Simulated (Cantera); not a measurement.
Charge: 1 mol SiC, 0.0031 mol Si, 9.7 mol N₂, at 75.0 Torr.

Method: chemical equilibrium by Gibbs-energy minimisation in Cantera with the NASA 1993 tables (ideal gas, pure condensed phases). Candidate condensed phases: C, Si, SiC, Si₃N₄; 20 gas species. Mutual solubility and eutectic melting of coexisting phases are not modelled. The numbers say what is thermodynamically allowed, not how fast it happens.

Over these rows the condensed part is SiC(s) + Si₃N₄(s). Partial pressures as log10 of bar:

| T (K) | 1000/T (1/K) | log p Si | log p N₂ |
|---|---|---|---|
| 1575 | 0.6349 | -9.05 | -1.00 |
| 1625 | 0.6154 | -8.35 | -1.00 |
| 1675 | 0.5970 | -7.69 | -1.00 |
| 1725 | 0.5797 | -7.07 | -1.00 |
| 1775 | 0.5634 | ? | -1.00 |
| 1825 | 0.5479 | -5.93 | -1.00 |

Problem. Fit log p(Si) = a + b·(1000/T) to the five rows, give the apparent enthalpy, and predict the row at 1775 K.

Solution. Means: 1000/T = 0.5950, log p = -7.618. Sxy = -0.160103, Sxx = 0.0044647, so b = -35.86 and a = -7.618 − (-35.86)×0.5950 = 13.72.
Apparent enthalpy: −19.145 × (-35.86) = 687 kJ/mol. With the condensed phases at unit activity, 1/3 Si₃N₄(s) = Si(g) + 2/3 N₂(g) links this pressure to the main gases: over the six rows their terms move log p by +0.00 in all, so the slope is close to that reaction's ΔH°. The five rows lie within 0.01 of the line.
Prediction at 1775 K: 13.72 + (-35.86)×0.5634 = -6.48. The computed value is -6.48, 0.00 from the line.
